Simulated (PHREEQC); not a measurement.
PHREEQC input (ion-association model, wateq4f.dat):

```
SOLUTION_MASTER_SPECIES
  An  An-  0  An  62.0  # stands for a non-complexing anion
SOLUTION_SPECIES
  An- = An-
    -log_k 0
    -gamma 3.0 0
  PO4-3 + 3H+ = H3PO4  # constants of phreeqc.dat
    -log_k 21.721
    -delta_h -10.1 kJ
PHASES
  Fix_H+
    H+ = H+
    -log_k 0
SOLUTION 1
  temp 25
  units mmol/kgw
  pH 7 charge
  Cl 0.7
  Mg 0.35
  P 0.00073
  Na 50.0007
  An 50
END
SELECTED_OUTPUT 1
  -reset false
  -pH true
  -pe true
  -ionic_strength true
  -water true
  -totals Cl Mg Na P
  -molalities Hfo_wOH Hfo_wOH2+ Hfo_wO- Hfo_sOH Hfo_sOH2+ Hfo_sO- Hfo_wOMg+ Hfo_wH2PO4 Hfo_wHPO4- Hfo_wPO4-2
  -saturation_indices Brucite Halite
USER_PUNCH 1
  -headings sigma psi
  10 PUNCH EDL("sigma", "Hfo"), EDL("psi", "Hfo")
PRINT
  -reset false
USE solution 1
SURFACE 1
  Hfo_wOH 0.000494382 600 0.22
  Hfo_sOH 1.23596e-05
EQUILIBRIUM_PHASES 1
  Fix_H+ -3 HAn 10
    -force_equality true
  O2(g) -0.68 10
END
# ... the last block is repeated for the other 12 points of pH, with NaOH or the acid as the point needs
```

Selected output (columns that matter, 13 of 13 rows; pH added in front):

```
pH	mu	Mg	Na	P	m_Hfo_wOH	m_Hfo_wOH2+	m_Hfo_wO-	m_Hfo_sOH	m_Hfo_sOH2+	m_Hfo_sO-	si_Brucite	si_Halite	sigma	psi
3	0.052469	0.00035	0.050001	5.5386e-11	1.7265e-05	0.00047637	1.4335e-08	4.3226e-07	1.1927e-05	3.589e-10	-14.617	-6.2155	0.35668	0.16855
3.5	0.051651	0.00035	0.050001	3.1974e-11	4.5955e-05	0.00044759	1.0809e-07	1.1506e-06	1.1206e-05	2.7062e-09	-13.616	-6.2144	0.3349	0.16572
4	0.051369	0.00035	0.050001	2.1138e-11	9.9268e-05	0.00039381	5.7323e-07	2.4854e-06	9.8599e-06	1.4352e-08	-12.615	-6.2141	0.29415	0.15922
4.5	0.051251	0.00035	0.050001	1.8097e-11	0.00016991	0.00032169	2.0558e-06	4.2539e-06	8.0542e-06	5.1471e-08	-11.615	-6.2139	0.23891	0.14865
5	0.051186	0.00035	0.050001	1.995e-11	0.00024014	0.00024819	5.3226e-06	6.0123e-06	6.214e-06	1.3326e-07	-10.615	-6.2138	0.18132	0.13462
5.5	0.051144	0.00035	0.050001	2.7053e-11	0.00029696	0.00018581	1.0872e-05	7.4351e-06	4.6522e-06	2.7222e-07	-9.6147	-6.2138	0.13035	0.11794
6	0.051113	0.00034997	0.050001	4.4934e-11	0.0003362	0.00013876	1.866e-05	8.4179e-06	3.4744e-06	4.6722e-07	-8.6147	-6.2137	0.089222	0.099046
6.5	0.05109	0.00034977	0.050001	9.7842e-11	0.00035954	0.00010593	2.7955e-05	9.0059e-06	2.6535e-06	7.0023e-07	-7.6149	-6.2137	0.057756	0.078128
7	0.051069	0.0003482	0.050001	3.1072e-10	0.00037074	8.3312e-05	3.7796e-05	9.3163e-06	2.0935e-06	9.4975e-07	-6.6168	-6.2137	0.034548	0.05551
7.5	0.051025	0.00033692	0.050002	1.3531e-09	0.00036833	6.2549e-05	4.969e-05	9.473e-06	1.6087e-06	1.2779e-06	-5.6311	-6.2136	0.018295	0.033129
8	0.050986	0.00029149	0.050106	5.0383e-09	0.00032704	3.2338e-05	7.5767e-05	9.289e-06	9.1851e-07	2.1521e-06	-4.694	-6.2127	0.0091674	0.017444
8.5	0.050921	0.00022053	0.050256	1.3448e-08	0.0002284	9.4588e-06	0.00012634	7.751e-06	3.21e-07	4.2875e-06	-3.8152	-6.2113	0.0053032	0.010225
9	0.05087	0.00016001	0.050388	3.7105e-08	0.00012245	1.9154e-06	0.00017933	4.9833e-06	7.7951e-08	7.2982e-06	-2.955	-6.2101	0.0029212	0.0056611
```

H3PO4, which wateq4f.dat lacks, is added to it with the constant of phreeqc.dat. The oxide is taken as insoluble; below pH 4 it would dissolve.
